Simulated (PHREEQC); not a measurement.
Make-up at 25 °C: 7.6 mmol/kgw H3BO3 and 8.7 mmol/kgw NaOH. Closed to the air; pH follows from the charge balance.

All values are PHREEQC results (ion-association model, phreeqc.dat), not measurements.

```
Quantity                   Result
----------------  ---------------
pH                          11.03
ionic strength    0.00870 mol/kgw
total alkalinity      8.70 meq/kg
```

```
species  molality  activity   log γ
-------  --------  --------  ------
Na+       0.00870   0.00791  -0.042
H2BO3-    0.00749   0.00680  -0.042
OH-       0.00121   0.00110  -0.043
H3BO3    0.000109  0.000109   0.001
```

This is a speciation only: nothing precipitates in the calculation.
